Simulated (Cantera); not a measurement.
A Cantera script and its output.

```python
import numpy as np
import cantera as ct

gas = ct.Solution("gri30.yaml")
gas.TPX = 1500, 100000, {'CO': 0.011, 'O2': 0.0023, 'H2O': 0.0013, 'N2': 1}
reactor = ct.IdealGasConstPressureReactor(gas, energy="off", clone=False)
net = ct.ReactorNet([reactor])
net.rtol, net.atol = 1e-08, 1e-18
show = ['CO', 'O2', 'H2O', 'O', 'H']
times = np.geomspace(1e-05, 70, 14)

steps = ct.SolutionArray(gas, extra=["t"])
rows = []
print(f"{'t/s':>10s}{'T/K':>9s}{'P/Pa':>11s}" + "".join(f"{s:>11s}" for s in show))
for t in times:
    while net.time < t:
        t_next = net.step()
        steps.append(gas.state, t=t_next)
    rows.append([np.interp(t, steps.t, y) for y in (steps.T, steps.P, *steps(*show).X.T)])
    print(f"{t:10.3e}{rows[-1][0]:9.1f}{rows[-1][1]:11.4g}" + "".join(f"{x:11.3e}" for x in rows[-1][2:]))
rate = np.gradient(steps.T, steps.t)
print("integrator steps:", len(steps.t))
if steps.T.max() > steps.T[0] + 200:
    print(f"time of steepest temperature rise: {steps.t[rate.argmax()]:.4e} s")
gas.TPX = 1500, 100000, {'CO': 0.011, 'O2': 0.0023, 'H2O': 0.0013, 'N2': 1}
gas.equilibrate("TP")
print(f"equilibrium (TP): T = {gas.T:.1f} K  " + "  ".join(f"{s} {gas[s].X[0]:.3e}" for s in show))
```

It prints:

```
       t/s      T/K       P/Pa         CO         O2        H2O          O          H
 1.000e-05   1500.0      1e+05  1.084e-02  2.267e-03  1.281e-03  5.318e-10  1.433e-12
 3.362e-05   1500.0      1e+05  1.084e-02  2.267e-03  1.281e-03  1.766e-09  2.332e-11
 1.130e-04   1500.0      1e+05  1.084e-02  2.267e-03  1.281e-03  5.814e-09  3.761e-10
 3.799e-04   1500.0      1e+05  1.084e-02  2.267e-03  1.281e-03  2.304e-08  5.217e-09
 1.277e-03   1500.0      1e+05  1.084e-02  2.266e-03  1.281e-03  5.145e-07  1.953e-07
 4.293e-03   1500.0      1e+05  8.682e-03  1.132e-03  7.814e-04  5.332e-04  6.939e-04
 1.443e-02   1500.0      1e+05  5.950e-03  7.208e-05  6.584e-04  6.850e-05  6.070e-04
 4.851e-02   1500.0      1e+05  5.887e-03  3.090e-06  8.266e-04  2.905e-06  1.433e-04
 1.631e-01   1500.0      1e+05  5.911e-03  1.641e-07  8.655e-04  1.533e-07  3.399e-05
 5.482e-01   1500.0      1e+05  5.918e-03  9.973e-09  8.748e-04  9.167e-09  8.361e-06
 1.843e+00   1500.0      1e+05  5.920e-03  6.978e-10  8.771e-04  6.385e-10  2.196e-06
 6.194e+00   1500.0      1e+05  5.920e-03  8.498e-11  8.777e-04  8.118e-11  7.675e-07
 2.082e+01   1500.0      1e+05  5.919e-03  3.498e-11  8.778e-04  3.479e-11  4.975e-07
 7.000e+01   1500.0      1e+05  5.918e-03  2.420e-11  8.779e-04  2.407e-11  4.196e-07
integrator steps: 2025
equilibrium (TP): T = 1500.0 K  CO 5.916e-03  O2 1.698e-11  H2O 8.782e-04  O 1.682e-11  H 3.570e-07
```

Computed with Cantera and GRI-Mech 3.0 (53 species, 325 reactions).
